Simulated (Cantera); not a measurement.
Input: 1 mol PbO, 0.29 mol O2, 88 mol H2, equilibrated at 1250 K and 2.60 mbar.

Equilibrium computed with Cantera from the NASA thermochemical tables; the gas is ideal and each condensed phase is pure. Candidate condensed phases: H2O, Pb, PbO, PbO2, Pb3O4; 12 gas species. Kinetics and transport are ignored.

Base state: H2 0.971, H2O 0.0178, Pb 0.0112 (mole fractions); condensed: gas only.

Question: What changes in the equilibrium state with this change: temperature from 1250 K to 823.15 K?

Answer: 
```csv
species,before,after
H2,0.971,0.982
H2O,0.0178,0.0180
Pb,0.0112,5.19e-5
"Pb(l), mol",0,0.995
```
